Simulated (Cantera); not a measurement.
## Equilibrium for carbon deposition, reforming and gasification: C3H6 + O2

Charge: 1 mol C3H6, 0.05 mol O2, held at 0.0230 bar.

Method: chemical equilibrium by Gibbs-energy minimisation in Cantera with the NASA 1993 tables (ideal gas, pure condensed phases). Candidate condensed phases: C, C6H6, C7H8, C8H18, H2O; 131 gas species. Ions and electrons are included (thermal ionisation). Equilibrium is a limit: real reactors are often held back by kinetics, nucleation or transport.

| T (°C) | x H2 | x H | x C | x C3 | x C2 | x CO | x C2H2 (acetylene) | x C2H | n C(graphite) |
|---|---|---|---|---|---|---|---|---|---|
| 2227 | 0.812 | 0.149 | 7.24e-6 | 2.16e-5 | 1.99e-6 | 0.0298 | 0.00878 | 0.000116 | 2.84 |
| 2477 | 0.604 | 0.350 | 0.000164 | 0.000734 | 7.09e-5 | 0.0266 | 0.0170 | 0.00114 | 2.75 |
| 2727 | 0.332 | 0.600 | 0.00220 | 0.0136 | 0.00138 | 0.0219 | 0.0207 | 0.00642 | 2.43 |
| 2977 | 0.109 | 0.698 | 0.0177 | 0.114 | 0.0135 | 0.0159 | 0.0106 | 0.0163 | 0 |
| 3227 | 0.0384 | 0.763 | 0.0540 | 0.0931 | 0.0249 | 0.0142 | 0.00144 | 0.00903 | 0 |
| 3477 | 0.0129 | 0.750 | 0.128 | 0.0568 | 0.0342 | 0.0130 | 0.000172 | 0.00399 | 0 |
| 3727 | 0.00454 | 0.709 | 0.223 | 0.0204 | 0.0304 | 0.0120 | 1.65e-5 | 0.00126 | 0 |
| 3977 | 0.00185 | 0.681 | 0.285 | 0.00396 | 0.0168 | 0.0114 | 1.32e-6 | 0.000283 | 0 |
| 4227 | 0.000867 | 0.671 | 0.308 | 0.000608 | 0.00752 | 0.0112 | 1.10e-7 | 5.79e-5 | 0 |
| 4477 | 0.000447 | 0.668 | 0.316 | 9.94e-5 | 0.00334 | 0.0111 | 1.11e-8 | 1.29e-5 | 0 |
| 4727 | 0.000247 | 0.667 | 0.319 | 1.87e-5 | 0.00156 | 0.0110 | 1.38e-9 | 3.25e-6 | 0 |
x: gas mole fraction; n: condensed amount in mol.

From 2227 °C to 2727 °C the condensed part is C(graphite). From 2977 °C to 4727 °C nothing is condensed. The main C-bearing gas is CO at 2227 °C and C at 4727 °C.
